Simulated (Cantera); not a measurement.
A closed system holds: 1 mol toluene, 88 mol H₂, equilibrated at 1.60 mbar.

Equilibrium computed with Cantera from the NASA thermochemical tables; the gas is ideal and each condensed phase is pure. Candidate condensed phases: C, C₆H₆, C₇H₈, C₈H₁₈; 76 gas species. Equilibrium is a limit: real reactors are often held back by kinetics, nucleation or transport.

Task: At 1552 °C, list the 3 most abundant gas species with their mole fractions, and the condensed phases.

Result: H₂ 0.989, H 0.0109, C₂H₂ (acetylene) 0.000212. Condensed: C(graphite).
